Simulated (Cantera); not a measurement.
Input (Python, Cantera) and output of one run.

```python
import numpy as np
import cantera as ct

gas_names = """
    Fe FeO Fe(OH)2 H HO2 H2 H2O H2O2 H2S H2SO4 O OH O2 O3 S SH SO SO2 SO3 S2 S2O S8
""".split()
cond_names = """
    Fe(a) Fe(c) Fe(d) Fe(L) FeO(s) FeO(L) Fe(OH)2(s) Fe(OH)3(s) FeS(a) FeS(b) FeS(c) FeS(L) FeSO4(s)
    FeS2(s) Fe2O3(s) Fe2S3O12(s) Fe3O4(s) H2O(s) H2O(L) H2SO4(L) S(cr1) S(cr2) S(L)
""".split()


# ... load() reads the species with a 1 bar reference pressure and builds the phases ...
atoms = {
    'FeS2': {'Fe': 1, 'S': 2},
    'H2S': {'H': 2, 'S': 1},
    'O2': {'O': 2},
}
top_T = {'FeSO4(s)': 950, 'FeS2(s)': 1010, 'Fe2O3(s)': 1830, 'Fe2S3O12(s)': 1100, 'Fe3O4(s)': 1870}  # K; cautious upper limits of use, not melting points


# ... equilibrate(T, P, feed) seeds the gas with the atoms and calls Mixture.equilibrate('TP', solver="vcs", rtol=1e-11, max_steps=5000) ...
results = []
T = 1350  # K
P = 100000  # Pa
for m in [0.044, 0.056, 0.071, 0.09, 0.11, 0.15, 0.18, 0.23, 0.3, 0.38, 0.48, 0.61]:
    feed = {'FeS2': 1, 'H2S': 3.9, 'O2': m}  # mol
    mix = equilibrate(T, P, feed)
    results.append((T, P, feed, dict(zip(mix.species_names, mix.species_moles))))

top = {s: max(r[3][s] / sum(r[3][g] for g in gas_names) for r in results) for s in gas_names}
cols = sorted((s for s in top if top[s] > 1e-05), key=lambda s: -top[s])[:8]
seen = [c for c in cond_names if any(r[3].get(c, 0) > 1e-12 for r in results)]
print("log10 of partial pressures in bar; condensed amounts in mol")
print(f"{'n(O2)':>10s}" + "".join(f"{s[:9]:>10s}" for s in cols + seen))
for T, P, feed, n in results:
    ng = sum(n[g] for g in gas_names)
    print(f"{feed['O2']:10.4g}" + "".join(f"{np.log10(max(n[s] / ng * P / 1e5, 1e-99)):10.3f}" for s in cols)
          + "".join(f"{n.get(c, 0):10.4g}" for c in seen))
```

It prints:

```
log10 of partial pressures in bar; condensed amounts in mol
     n(O2)       H2S        S2       H2O        H2       SO2        SH       S2O        SO    FeS(c)
     0.044    -0.212    -0.707    -1.743    -0.770    -5.505    -2.816    -4.569    -5.464         1
     0.056    -0.215    -0.704    -1.639    -0.774    -5.286    -2.817    -4.457    -5.354         1
     0.071    -0.219    -0.700    -1.537    -0.780    -5.069    -2.818    -4.346    -5.245         1
      0.09    -0.224    -0.695    -1.435    -0.787    -4.848    -2.819    -4.232    -5.133         1
      0.11    -0.230    -0.690    -1.349    -0.795    -4.659    -2.821    -4.134    -5.037         1
      0.15    -0.241    -0.681    -1.217    -0.811    -4.359    -2.824    -3.976    -4.885         1
      0.18    -0.249    -0.674    -1.140    -0.823    -4.177    -2.826    -3.881    -4.792         1
      0.23    -0.263    -0.663    -1.037    -0.843    -3.926    -2.831    -3.747    -4.664         1
       0.3    -0.284    -0.648    -0.927    -0.871    -3.641    -2.837    -3.593    -4.518         1
      0.38    -0.308    -0.632    -0.830    -0.903    -3.375    -2.845    -3.447    -4.380         1
      0.48    -0.341    -0.613    -0.737    -0.945    -3.094    -2.857    -3.293    -4.236         1
      0.61    -0.385    -0.591    -0.643    -1.000    -2.786    -2.873    -3.122    -4.076         1
```

These are equilibrium values from Cantera (NASA tables, ideal gas, pure condensed phases), not measurements of a reactor. FeS: taken at fixed stoichiometry.
